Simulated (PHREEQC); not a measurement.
1 kg of water holding 190 mmol/kgw K2SO4, 5.7 mmol/kgw MgSO4, 3.8 mmol/kgw NaCl and 16 mmol/kgw Na2SO4 is evaporated at 25 °C; the solids stay in contact with the brine. No CO2 enters from the air. Only these solids could form: Arcanite, Bischofite, Bloedite, Brucite, Carnallite, Epsomite, Glaserite, Halite, Hexahydrite, Kainite, Kieserite, Leonite, Mirabilite, Misenite, Schoenite, Sylvite, Thenardite, MgCl2_4H2O.

The series has 28 steps of water left (kg), from 1 to 0.005012.

All values are PHREEQC results (Pitzer model, pitzer.dat), not measurements.

Q: Which solids form, in which order, and at which step of the series does each first stand?

A: Arcanite from water left = 0.2533 kg; Glaserite from water left = 0.0293 kg.
